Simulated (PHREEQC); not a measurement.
# Spent oxide etchant: speciation

A solution holds 0.24 mol/kgw HF, 0.018 mol/kgw H2SiF6, 0.11 mol/kgw HBF4 and 0.00048 mol/kgw Zn(NO3)2, at 25 °C. Closed to the air; pH follows from the charge balance.

Computed with PHREEQC (ion-association model, wateq4f.dat).

No solid was allowed to form.

**Question.** Predict the pH.

**Answer.** pH 0.93.

**Question.** In which forms is F present?

**Answer.** BF4- 56 %, HF 17 %, SiF6-2 14 %, H2F2 13 % of the F.

Complexes and solids missing from the database can't appear. wateq4f.dat counts part of the HF as a dimer, H2F2, which phreeqc.dat doesn't know; its constant is uncertain. SiF6-2 is the database's only silicon fluoride. Real BF4- forms and hydrolyses slowly; the run takes it at equilibrium.
